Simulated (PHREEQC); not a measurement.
Dissolve 5.2 mmol/kgw NaH2PO4, 29 mmol/kgw Na2SO4 and 0.066 mmol/kgw NaCl at 29 °C. Closed to the air; pH follows from the charge balance.

All values are PHREEQC results (ion-association model, phreeqc.dat), not measurements.

Each row changes one thing in this solution. Precipitation was switched off in this run.

```tsv
case	pH	Na+ (mol/kgw)	SO4-2 (mol/kgw)	NaSO4- (mol/kgw)	HPO4-2 (mol/kgw)	HSO4- (mol/kgw)
as made	4.83	0.0602	0.0259	0.00310	4.49e-5	2.00e-5
Na2SO4 from 0.029 to 0.0261 mol/kgw	4.83	0.0548	0.0234	0.00264	4.38e-5	1.86e-5
NaH2PO4 from 0.0052 to 0.026 mol/kgw	4.59	0.0803	0.0252	0.00377	0.000135	3.24e-5
diluted 10-fold with water	5.25	0.00626	0.00284	6.17e-5	7.75e-6	1.27e-6
diluted 5-fold with water	5.12	0.0124	0.00559	0.000211	1.26e-5	3.09e-6
NaCl from 6.6e-05 to 6.6e-06 mol/kgw	4.83	0.0601	0.0259	0.00310	4.49e-5	2.00e-5
NaCl from 6.6e-05 to 0.00066 mol/kgw	4.83	0.0607	0.0259	0.00312	4.49e-5	2.00e-5
NaCl replaced by NaBr at the same molality	4.83	0.0602	0.0259	0.00310	4.49e-5	2.00e-5
```
